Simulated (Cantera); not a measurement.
Input: 1 mol Cu, 0.92 mol CO, 97 mol H2, 0.0089 mol O2, equilibrated at 1650 °C and 2.10 bar.

Cantera equilibrium calculation (NASA polynomials, part measured and part estimated; ideal gas, pure solids and liquids). Candidate condensed phases: C, C6H6, C7H8, C8H18, Cu, CuO, Cu(OH)2, Cu2O, H2O; 113 gas species. Kinetics and transport are ignored.

Base state: H2 0.989, CO 0.00937, Cu 0.000973, H 0.000646, H2O 0.000199, CH4 1.70e-5 (mole fractions); condensed: Cu(l).

Q: What changes in the equilibrium state with this change: temperature from 1650 °C to 700 °C?

A: 
```tsv
species	before	after
H2	0.989	0.981
H2O	0.000199	0.00948
CH4	1.70e-5	0.00930
CO	0.00937	0.000265
Cu	0.000973	<1e-9
H	0.000646	<1e-9
Cu(l), mol	0.904	0
Cu(s), mol	0	1.00
```
